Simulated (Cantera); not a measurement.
Feed: 1 mol CH₃SiH₃, 0.52 mol HCl, 3.9 mol H₂, 0.23 mol C₃H₈, equilibrated at 1725 K and 0.0100 bar.

Cantera equilibrium calculation (NASA polynomials, part measured and part estimated; ideal gas, pure solids and liquids). The feed counts by its element totals alone. The numbers say what is thermodynamically allowed, not how fast it happens.

| species | before | after |
|---|---|---|
| H₂ | 0.936 | 0.818 |
| H | 0.00180 | 0.0986 |
| HCl | 0.0617 | 0.0509 |
| Si | 1.71e-6 | 0.0175 |
| SiC₂ | 1.58e-8 | 0.00261 |
| Si₂C | 1.20e-8 | 0.00152 |
| Si₂ | <1e-9 | 5.38e-5 |
| C₂H | 1.04e-9 | 2.29e-5 |
| SiH | 2.36e-7 | 0.000557 |
| SiCl | 1.50e-6 | 0.000763 |
| C(graphite), mol | 0.690 | 0.786 |
| SiC(s), mol | 0.998 | 0.771 |
Gas species are given as mole fractions.

Problem. Name the change that produced these shifts.
A. temperature from 1725 K to 2323.15 K
B. temperature from 1725 K to 975 K
C. CH₃SiH₃ replaced by SiH₂Cl₂
D. temperature from 1725 K to 2398.15 K

Solution. A, temperature from 1725 K to 2323.15 K. The tables' values for SiCl are old estimates; treat these amounts as uncertain. Gases not in the tables: Si₂H₆ and higher silanes
